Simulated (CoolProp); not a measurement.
A closed Brayton cycle with carbon dioxide: compressor inlet 306.15 K and 9.5 MPa, high pressure 26.7 MPa, turbine inlet 905 K, compressor efficiency 0.85, turbine efficiency 0.9, recuperator effectiveness 0.95 (on enthalpy, no pinch check). Each further row changes one setting.

Values from CoolProp's reference Helmholtz-energy equation of state, Span 1996.

```json
[
 {"case": "as stated", "thermal efficiency (%)": "41.6", "net work (kJ/kg)": "124", "compressor to turbine work": "0.17", "compressor exit (K)": "332.2", "turbine exit (K)": "773.8"},
 {"case": "turbine inlet 855 K", "thermal efficiency (%)": "40.1", "net work (kJ/kg)": "115", "compressor to turbine work": "0.19", "compressor exit (K)": "332.2", "turbine exit (K)": "728.4"},
 {"case": "compressor inlet 316.15 K", "thermal efficiency (%)": "40.1", "net work (kJ/kg)": "115", "compressor to turbine work": "0.23", "compressor exit (K)": "366.7", "turbine exit (K)": "773.8"},
 {"case": "high pressure 22.7 MPa", "thermal efficiency (%)": "40.1", "net work (kJ/kg)": "108", "compressor to turbine work": "0.16", "compressor exit (K)": "327.2", "turbine exit (K)": "793.8"},
 {"case": "recuperator effectiveness 0.5", "thermal efficiency (%)": "22.7", "net work (kJ/kg)": "124", "compressor to turbine work": "0.17", "compressor exit (K)": "332.2", "turbine exit (K)": "773.8"}
]
```
